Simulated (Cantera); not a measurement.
Charge: 1 mol Si₃N₄, 0.81 mol C, 0.018 mol H₂, held at 2898 K and 1.50 Torr.

Equilibrium computed with Cantera from the NASA thermochemical tables; the gas is ideal and each condensed phase is pure. Candidate condensed phases: C, C₆H₆, C₇H₈, C₈H₁₈, Si, SiC, Si₃N₄; 105 gas species. The tables' values for SiN are old estimates; treat these amounts as uncertain. Rates play no part.

Base state: Si 0.518, N₂ 0.387, SiC₂ 0.0641, CN 0.0105, H 0.00690, C 0.00393, C₃ 0.00385, Si₂C 0.00235 (mole fractions); condensed: gas only.

What changes in the equilibrium state with this change: temperature from 2898 K to 1900 K?


```csv
species,before,after
N₂,0.387,0.984
H₂,7.30e-6,0.00803
Si,0.518,0.00630
SiC₂,0.0641,2.20e-7
CN,0.0105,1.18e-7
C,0.00393,<1e-9
C₃,0.00385,<1e-9
C₂,0.000904,<1e-9
"Si(l), mol",0,2.18
"SiC(s), mol",0,0.810
```
Mutual solubility and eutectic melting of coexisting phases are not modelled.
